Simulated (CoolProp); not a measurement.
Vapour-liquid equilibrium of propylene (1) + R134a (2) at 326.1 K; x and y are mole fractions of (1).

The numbers come from the multi-fluid Helmholtz-energy mixture model, Lemmon 2013 and Tillner-Roth 1994; pair parameters Bell 2016 in CoolProp.

```json
[
 {"x": "0.05", "bubble pressure (bar)": "15.45", "y at the bubble point": "0.103", "dew pressure at overall composition x (bar)": "14.78", "liquid density (mol/L)": "___"},
 {"x": "0.2", "bubble pressure (bar)": "18.57", "y at the bubble point": "0.319", "dew pressure at overall composition x (bar)": "16.77", "liquid density (mol/L)": "10.38"},
 {"x": "0.35", "bubble pressure (bar)": "20.80", "y at the bubble point": "0.462", "dew pressure at overall composition x (bar)": "19.05", "liquid density (mol/L)": "10.19"},
 {"x": "0.5", "bubble pressure (bar)": "22.28", "y at the bubble point": "___", "dew pressure at overall composition x (bar)": "21.35", "liquid density (mol/L)": "10.08"},
 {"x": "0.65", "bubble pressure (bar)": "23.11", "y at the bubble point": "___", "dew pressure at overall composition x (bar)": "22.95", "liquid density (mol/L)": "___"},
 {"x": "0.8", "bubble pressure (bar)": "23.25", "y at the bubble point": "___", "dew pressure at overall composition x (bar)": "23.23", "liquid density (mol/L)": "10.26"},
 {"x": "0.95", "bubble pressure (bar)": "22.44", "y at the bubble point": "0.937", "dew pressure at overall composition x (bar)": "22.32", "liquid density (mol/L)": "10.58"}
]
```

Question: Complete the blanks.

Answer: 
- 0.05, liquid density (mol/L): 10.59
- 0.5, y at the bubble point: 0.574
- 0.65, y at the bubble point: 0.678
- 0.65, liquid density (mol/L): 10.09
- 0.8, y at the bubble point: 0.791

y crosses x between x = 0.65 and 0.8: the model has an azeotrope there.

Pair parameters are fitted to limited data, so mixtures are less certain than the pure fluids.
